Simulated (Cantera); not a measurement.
Gas mixture: C2H4 : H2O = 0.82 : 0.99 (molar parts), at 100000 Pa, frozen composition.

Cantera's kinetic-theory transport with the Lennard-Jones parameters of GRI-Mech 3.0, ideal gas; thermal conductivity in the multicomponent form. Polar gases are described roughly by these parameters.

D: mixture-averaged diffusion coefficient of that species in the mixture.

| T (K) | ρ (kg/m³) | cp (J/kg/K) | μ (µPa s) | λ (mW/m/K) | Pr | D (cm²/s) H | D (cm²/s) CH3 | D (cm²/s) OH |
|---|---|---|---|---|---|---|---|---|
| 400 | 0.678 | 1888 | 13.7 | 36.6 | 0.707 | 1.90 | 0.351 | 0.518 |
| 500 | 0.543 | 2104 | 17.1 | 50.3 | 0.714 | 2.87 | 0.532 | 0.773 |
| 600 | 0.452 | 2305 | 20.3 | 64.9 | 0.720 | 3.99 | 0.740 | 1.07 |
| 700 | 0.388 | 2478 | … | … | 0.726 | … | … | … |
| 800 | 0.339 | 2624 | 26.4 | 94.8 | 0.730 | 6.66 | 1.23 | 1.76 |
| 900 | 0.302 | 2753 | … | … | 0.734 | … | … | … |
| 1000 | 0.271 | 2890 | 32.0 | 125 | 0.739 | 9.81 | 1.82 | 2.57 |

What belongs in the gaps?


- 700, μ (µPa s): 23.4
- 700, λ (mW/m/K): 79.9
- 700, D (cm²/s) H: 5.26
- 700, D (cm²/s) CH3: 0.975
- 700, D (cm²/s) OH: 1.39
- 900, μ (µPa s): 29.3
- 900, λ (mW/m/K): 110
- 900, D (cm²/s) H: 8.18
- 900, D (cm²/s) CH3: 1.52
- 900, D (cm²/s) OH: 2.15
